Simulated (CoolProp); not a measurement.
Vapour-liquid equilibrium of R134a (1) + cyclopropane (2) at 1.97 MPa; x and y are mole fractions of (1).

Values from CoolProp's multi-fluid Helmholtz-energy mixture model, Tillner-Roth 1994 and Polt 1992; pair parameters Bell 2016. This equation is an older, rougher fit; its heat capacities, sound speeds and derivatives of the liquid may be far off and weren't checked against measurements.

| x | bubble temperature (°C) | y at the bubble point | dew temperature at overall composition x (°C) | liquid density (mol/L) |
|---|---|---|---|---|
| 0.05 | 63.9 | 0.096 | 65.6 | 12.80 |
| 0.125 | 60.2 | 0.204 | 62.9 | 12.54 |
| 0.2 | 57.9 | 0.283 | 60.3 | 12.25 |
| 0.275 | 56.4 | 0.344 | 58.1 | 11.97 |
| 0.35 | 55.6 | 0.396 | 56.3 | 11.70 |
| 0.425 | 55.2 | 0.444 | 55.3 | 11.44 |
| 0.5 | 55.1 | 0.490 | 55.2 | 11.22 |
| 0.575 | 55.4 | 0.538 | 55.9 | 11.01 |
| 0.65 | 56.1 | 0.592 | 57.2 | 10.82 |
| 0.725 | 57.2 | 0.653 | 58.9 | 10.65 |
| 0.8 | 58.9 | 0.725 | 60.9 | 10.48 |
| 0.875 | 61.2 | 0.812 | 63.0 | 10.29 |
| 0.95 | 64.3 | 0.918 | 65.3 | 10.10 |

y crosses x between x = 0.425 and 0.5: the model has an azeotrope there.

Pair parameters are fitted to limited data, so mixtures are less certain than the pure fluids.
